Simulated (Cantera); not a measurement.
A perfectly stirred reactor is fed with 7.89 % CO, 0.576 % H2, 7.06 % O2, 84.5 % N2, at 750 Torr; it is adiabatic with a 600 K inlet, and is followed from long to short residence time, starting on the burning branch (τ in s: 0.34, 0.13, 0.052, 0.02, 0.0079, 0.0031, 0.0012, 0.00047, 0.00018, 7.2e-05, 2.8e-05, 1.1e-05).

Computed with Cantera and GRI-Mech 3.0 (53 species, 325 reactions).

x: mole fraction; the columns are a selection and need not sum to one.

```tsv
τ (s)	T (K)	x CO	x H2	x O2	x H2O2	x OH
0.34	1315	0.00126	1.88e-5	0.0300	7.19e-8	8.44e-5
0.13	1305	0.00244	3.53e-5	0.0305	1.14e-7	0.000109
0.052	1286	?	?	0.0316	?	0.000133
0.020	1243	0.00986	0.000122	0.0340	2.53e-7	0.000140
0.0079	600	0.0789	0.00576	0.0706	<1e-12	<1e-12
0.0031	600	0.0789	0.00576	0.0706	<1e-12	<1e-12
0.0012	600	0.0789	0.00576	0.0706	<1e-12	<1e-12
0.00047	600	0.0789	0.00576	0.0706	<1e-12	<1e-12
0.00018	600	0.0789	0.00576	0.0706	<1e-12	<1e-12
7.2e-5	600	0.0789	0.00576	0.0706	<1e-12	<1e-12
2.8e-5	600	0.0789	0.00576	0.0706	<1e-12	<1e-12
1.1e-5	600	0.0789	0.00576	0.0706	<1e-12	<1e-12
```

Task: Fill in the missing entries.

Result: 
- 0.052, x CO: 0.00465
- 0.052, x H2: 6.37e-5
- 0.052, x H2O2: 1.71e-7
